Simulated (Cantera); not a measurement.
Input: 1 mol CaCO₃, 0.18 mol H₂O, 3.8 mol O₂, held at 1250 K and 0.113 Torr.

Method: chemical equilibrium by Gibbs-energy minimisation in Cantera with the NASA 1993 tables (ideal gas, pure condensed phases). Candidate condensed phases: C, C₆H₆, C₇H₈, C₈H₁₈, Ca, CaCO₃, CaO, Ca(OH)₂, H₂O; 115 gas species. The numbers say what is thermodynamically allowed, not how fast it happens.

Base state: O₂ 0.763, CO₂ 0.201, H₂O 0.0361, OH 4.31e-5 (mole fractions); condensed: CaO(s).

What changes in the equilibrium state with this change: temperature from 1250 K to 2000 K?


```tsv
species	before	after
O₂	0.763	0.718
CO₂	0.201	0.171
O	4.94e-6	0.0463
CO	1.01e-6	0.0218
OH	4.31e-5	0.0128
H₂O	0.0361	0.0258
Ca	<1e-9	2.07e-5
H	1.35e-8	0.00356
H₂	1.16e-7	0.000717
CaO(s), mol	1.00	1.000
```

What changes in the equilibrium state with this change: temperature from 1250 K to 1750 K?


```json
[
 {"species": "O₂", "before": "0.763", "after": "0.757"},
 {"species": "CO₂", "before": "0.201", "after": "0.198"},
 {"species": "H₂O", "before": "0.0361", "after": "0.0339"},
 {"species": "O", "before": "4.94e-6", "after": "0.00531"},
 {"species": "OH", "before": "4.31e-5", "after": "0.00367"},
 {"species": "H", "before": "1.35e-8", "after": "0.000196"},
 {"species": "CO", "before": "1.01e-6", "after": "0.00224"},
 {"species": "CaO(s), mol", "before": "1.00", "after": "1.000"}
]
```
